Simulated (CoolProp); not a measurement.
20 sccm (0 °C, 1 atm) of nitrogen bubbles through liquid tetrahydrofuran at 278.4 K and leaves saturated at a total pressure of 0.0732 MPa (ideal gas phase). Each further row changes one setting.

Computed with CoolProp (reference Helmholtz-energy equation of state, Fiedler 2023).

```
case                      vapour pressure (kPa)  mole fraction of vapour  delivery (mg/min)  delivery (sccm)  change of delivery for a bath 1 K warmer (%)
------------------------  ---------------------  -----------------------  -----------------  ---------------  --------------------------------------------
as stated                                  8.45                    0.115               8.39             2.61                                           6.0
bath temperature 283.4 K                   10.9                      ___               11.2              ___                                           6.0
total pressure 0.146 MPa                   8.45                      ___                ___             1.23                                           ___
```

Question: Some entries are withheld; supply them.

Answer: 
- bath temperature 283.4 K, mole fraction of vapour: 0.149
- bath temperature 283.4 K, delivery (sccm): 3.49
- total pressure 0.146 MPa, mole fraction of vapour: 0.0579
- total pressure 0.146 MPa, delivery (mg/min): 3.95
- total pressure 0.146 MPa, change of delivery for a bath 1 K warmer (%): 5.6
